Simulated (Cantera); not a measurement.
What does this Cantera script print?

```python
import numpy as np
import cantera as ct

gas = ct.Solution("gri30.yaml", transport_model="mixture-averaged")
show = ['H2', 'NH3', 'CH4']

rows = []
print(f"{'T/K':>7s}{'rho':>11s}{'cp':>10s}{'mu':>11s}{'lambda':>11s}{'Pr':>7s}" + "".join(f"{'D_' + s:>11s}" for s in show))
for T in [400, 600, 800, 1000, 1200, 1400]:
    gas.TPX = T, 1333, {'CH4': 0.28, 'C2H6': 0.52, 'NH3': 0.3}
    Pr = gas.cp_mass * gas.viscosity / gas.thermal_conductivity
    D = [gas.mix_diff_coeffs_mole[gas.species_index(s)] for s in show]
    rows.append([gas.density, gas.cp_mass, gas.viscosity, gas.thermal_conductivity, Pr, *D])
    print(f"{T:7g}{gas.density:11.4e}{gas.cp_mass:10.1f}{gas.viscosity:11.4e}"
          f"{gas.thermal_conductivity:11.4e}{Pr:7.3f}" + "".join(f"{d:11.4e}" for d in D))
print("SI units: kg/m3, J/kg/K, Pa s, W/m/K, m2/s")
```

It prints:

```
    T/K        rho        cp         mu     lambda     Pr       D_H2      D_NH3      D_CH4
    400 9.1959e-03    2251.4 1.3190e-05 4.1344e-02  0.718 8.3153e-03 2.2118e-03 2.3027e-03
    600 6.1306e-03    2965.5 1.8738e-05 7.5885e-02  0.732 1.6645e-02 4.7938e-03 4.8073e-03
    800 4.5979e-03    3543.9 2.3597e-05 1.1358e-01  0.736 2.7030e-02 8.1266e-03 7.9705e-03
   1000 3.6784e-03    4016.5 2.7958e-05 1.5173e-01  0.740 3.9262e-02 1.2109e-02 1.1713e-02
   1200 3.0653e-03    4384.1 3.1948e-05 1.8922e-01  0.740 5.3200e-02 1.6674e-02 1.5983e-02
   1400 2.6274e-03    4676.9 3.5651e-05 2.2551e-01  0.739 6.8739e-02 2.1774e-02 2.0744e-02
SI units: kg/m3, J/kg/K, Pa s, W/m/K, m2/s
```

Model: GRI-Mech 3.0 (53 species, 325 reactions), integrated in Cantera. Polar gases are described roughly by these parameters. The composition is frozen, though it would react at the higher temperatures.
